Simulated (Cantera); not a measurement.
An isothermal, constant-pressure homogeneous reactor starts with 47.6 % N2O, 52.4 % O2, at 1225 K and 100.0 Torr.

Detailed kinetics in Cantera: GRI-Mech 3.0 (53 species, 325 reactions). GRI-Mech 3.0 was tuned for natural gas; its chemistry of N2O as a main component is partial and can be far from experiment. The mechanism lacks the step 2 NO + O2 → 2 NO2, which can matter for NO2 below about 1400 K. The temperature is held fixed by assumption; the heat of reaction is taken as removed at once.

**Question.** Predict: x(N2O) at 2.00 s; x(O2) at 2.00 s; x(N2) at 2.00 s; x(NO2) at 2.00 s; x(NO) at 2.00 s; x(O) at 2.00 s.

**Answer.** 
```
Item                                                Value
----------------  ---------------------------------------
x(N2O) at 2.00 s    0.349 (gas-phase equilibrium 4.99e-9)
x(O2) at 2.00 s       0.542 (gas-phase equilibrium 0.615)
x(N2) at 2.00 s      0.0970 (gas-phase equilibrium 0.384)
x(NO2) at 2.00 s  1.95e-5 (gas-phase equilibrium 2.65e-6)
x(NO) at 2.00 s   0.0118 (gas-phase equilibrium 0.000283)
x(O) at 2.00 s    2.60e-6 (gas-phase equilibrium 9.10e-8)
```
